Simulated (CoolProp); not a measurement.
A single-stage vapour-compression cycle with the fluid: evaporating at 322.15 K (dew point), condensing at 359.15 K (bubble point), superheat 0 K, subcooling 8 K, compressor efficiency 0.85, no pressure losses. The same conditions are run with several fluids, on thermodynamics alone (safety and materials aside).

The numbers come from the reference Helmholtz-energy equation of state of each fluid (toluene: Lemmon 2006; R236EA: Rui 2013; R1233zd(E): Akasaka 2022; R236FA: Pan 2012; chloromethane (R40): Thol 2014; hydrogen sulfide: Lemmon 2006) in CoolProp.

Q: Rank toluene, R236EA, R1233zd(E), R236FA, chloromethane (R40), hydrogen sulfide by cooling COP, highest first.

A: toluene (6.98), R1233zd(E) (6.55), chloromethane (R40) (6.43), R236EA (6.18), R236FA (5.98), hydrogen sulfide (5.39)

| fluid | pressure ratio | discharge temperature (K) | refrigerating effect (kJ/kg) | volumetric capacity (kJ/m³) |
|---|---|---|---|---|
| toluene | 4.04 | 361.7 | 346 | 141 |
| R236EA | 2.61 | 359.1 | 103 | 2950 |
| R1233zd(E) | 2.67 | 359.1 | 141 | 2150 |
| R236FA | 2.52 | 359.1 | 91.4 | 3480 |
| chloromethane (R40) | 2.26 | 386.7 | 291 | 7190 |
| hydrogen sulfide | 2.03 | 393.5 | 281 | 16900 |

The compression ends wet for: R236EA; R1233zd(E); R236FA.
